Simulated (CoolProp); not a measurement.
The fluid at 298.15 K and 9.62 MPa is throttled through a valve to 3.76 MPa with no heat exchange. The same conditions are run with several fluids, on thermodynamics alone (safety and materials aside).

Model: reference Helmholtz-energy equation of state of each fluid (carbon dioxide: Span 1996; dimethyl ether: Wu 2011; chlorine: Thol 2021; benzene: Thol 2012; R123: Younglove 1994), in CoolProp.

Task: Rank carbon dioxide, dimethyl ether, chlorine, benzene, R123 by temperature change (K), highest first.

Result: benzene (+2.5), R123 (+2.0), chlorine (+1.6), dimethyl ether (+1.2), carbon dioxide (-22.1)

| fluid | final phase | final density (kg/m³) |
|---|---|---|
| carbon dioxide | two-phase, vapour fraction 0.226 | 337 |
| dimethyl ether | liquid | 666 |
| chlorine | liquid | 1400 |
| benzene | liquid | 874 |
| R123 | liquid | 1470 |
